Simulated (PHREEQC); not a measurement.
Phosphoric acid bath: speciation

Dissolve 0.077 mol/kgw H3PO4 and 3.9e-05 mol/kgw HCl at 25 °C. Closed to the air; pH follows from the charge balance.

Model: ion-association model, phreeqc.dat, run in PHREEQC.

No solid was allowed to form.

Problem. Estimate the pH, specific conductance, ionic strength.

Solution. pH 1.71; specific conductance 7620 µS/cm; ionic strength 0.0221 mol/kgw.

Problem. In which forms is P present?

Solution. H3PO4 71 %, H2PO4- 29 % of the P.
